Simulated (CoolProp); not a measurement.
The fluid at 467.32 K and 0.24 MPa is throttled through a valve to 0.132 MPa with no heat exchange. The same conditions are run with several fluids, on thermodynamics alone (safety and materials aside).

Computed with CoolProp (reference Helmholtz-energy equation of state of each fluid (toluene: Lemmon 2006; 1,2-dichloroethane: Thol 2015; n-perfluoropentane: Gao 2022; n-pentane: Thol 2019; hydrogen chloride: Thol 2018)).

Q: Rank toluene, 1,2-dichloroethane, n-perfluoropentane, n-pentane, hydrogen chloride by temperature change (K), highest first.

A: n-perfluoropentane (-0.6), hydrogen chloride (-0.7), n-pentane (-0.9), 1,2-dichloroethane (-1.7), toluene (-1.8)

```
fluid               final density (kg/m³)
------------------  ---------------------
toluene                              3.23
1,2-dichloroethane                   3.43
n-perfluoropentane                   9.95
n-pentane                            2.49
hydrogen chloride                    1.24
```
